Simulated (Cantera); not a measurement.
Charge: 1 mol Al, 61 mol N2, 27 mol H2, at 2075 K and 6.20 mbar.

These are equilibrium values from Cantera (NASA tables, ideal gas, pure condensed phases), not measurements of a reactor. Candidate condensed phases: Al, AlN; 13 gas species. Equilibrium is a limit: real reactors are often held back by kinetics, nucleation or transport.

What is the equilibrium state?


| Property | Result |
|---|---|
| x(N2) | 0.679 |
| x(H2) | 0.291 |
| x(H) | 0.0183 |
| x(Al) | 0.0110 |
| x(AlH) | 0.000112 |
| gas amount | 89.82 mol |
| log10 activity of Al(l) (absent) | -2.23 |
